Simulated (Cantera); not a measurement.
Charge: 1 mol PbS, 53 mol H2, 1.8 mol N2, at 2.20 bar.

Method: chemical equilibrium by Gibbs-energy minimisation in Cantera with the NASA 1993 tables (ideal gas, pure condensed phases). Candidate condensed phases: Pb, PbS, S; 18 gas species. Kinetics and transport are ignored.

Question: What share of the Pb ends up in condensed phases as a function of T (K), at 1375, 1425, 1475, 1525, 1575, 1625, 1675?

Answer: 
```tsv
T (K)	Pb condensed (%)	as
1375	62.0	Pb(l)
1425	41.3	Pb(l)
1475	12.3	Pb(l)
1525	0.0	-
1575	0.0	-
1625	0.0	-
1675	0.0	-
```
